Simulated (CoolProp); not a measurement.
Aqueous propylene glycol as a coolant, 13 % by mass, freezing at -4.0 °C, 1 atm.

Computed with CoolProp (Melinder's fits for secondary coolants).

```tsv
T (°C)	viscosity (mPa s)	cp (kJ/(kg K))	Prandtl number	density (kg/m³)
-1	3.25	4.020	26.1	1012
4.6	2.63	4.027	20.8	1012
10.2	2.16	4.034	16.9	1011
15.8	1.80	4.041	13.9	1010
21.4	1.52	4.049	11.6	1008
27	1.31	4.058	9.89	1007
32.6	1.14	4.066	8.51	1005
```
